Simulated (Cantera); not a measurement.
Input: 1 mol CuO, 8 mol C, 0.15 mol H2, 1.1 mol CH4, at 0.133 bar.

Method: chemical equilibrium by Gibbs-energy minimisation in Cantera with the NASA 1993 tables (ideal gas, pure condensed phases). Candidate condensed phases: C, C6H6, C7H8, C8H18, Cu, CuO, Cu(OH)2, Cu2O, H2O; 113 gas species. Rates play no part.

x: gas mole fraction; n: condensed amount in mol.

```tsv
T (K)	x H2	x CO	x Cu	x H	x C2H2 (acetylene)	x H2O	x CH4	n C(graphite)	n Cu(s)	n Cu(l)
1050	0.697	0.292	7.89e-10	1.85e-8	…	0.00492	0.00371	8.11	1.00	0
1200	0.700	0.298	9.21e-8	4.52e-7	…	0.000722	0.00103	8.10	1.00	0
1350	0.701	0.298	3.67e-6	5.46e-6	…	0.000160	0.000378	8.10	1.000	0
1500	0.701	0.298	6.17e-5	4.04e-5	…	4.79e-5	0.000168	8.10	0	1.000
1650	0.701	0.298	0.000609	0.000208	…	1.79e-5	8.70e-5	8.10	0	0.998
1800	0.698	0.297	0.00406	0.000819	…	7.88e-6	4.99e-5	8.10	0	0.986
1950	0.685	0.292	0.0200	0.00260	…	3.83e-6	3.04e-5	8.10	0	0.931
2100	0.640	0.274	0.0781	0.00682	…	1.88e-6	1.80e-5	8.09	0	0.712
2250	0.528	0.229	0.225	0.0148	…	7.83e-7	8.80e-6	8.08	0	0
2400	0.513	0.227	0.225	0.0312	…	4.88e-7	6.24e-6	8.07	0	0
2550	0.488	0.223	0.222	0.0597	…	3.12e-7	4.40e-6	8.04	0	0
```

Task: Some entries are withheld; supply them.

Result: 
- 1050, x C2H2 (acetylene): 2.88e-9
- 1200, x C2H2 (acetylene): 7.19e-8
- 1350, x C2H2 (acetylene): 8.68e-7
- 1500, x C2H2 (acetylene): 6.33e-6
- 1650, x C2H2 (acetylene): 3.20e-5
- 1800, x C2H2 (acetylene): 0.000122
- 1950, x C2H2 (acetylene): 0.000374
- 2100, x C2H2 (acetylene): 0.000924
- 2250, x C2H2 (acetylene): 0.00177
- 2400, x C2H2 (acetylene): 0.00358
- 2550, x C2H2 (acetylene): 0.00649
